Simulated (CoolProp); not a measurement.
Values from CoolProp's reference Helmholtz-energy equation of state, Zhou 2016.

**Question.** For R245ca, give the phase and the cp (kJ/(kg K)), isothermal compressibility (1/MPa), expansivity (1/kK), fugacity coefficient at 176.85 °C and 3.08 MPa.

**Answer.** 
- 176.85 °C and 3.08 MPa: gas; cp 1.66, isothermal compressibility 0.589, expansivity 10.2, fugacity coefficient 0.741
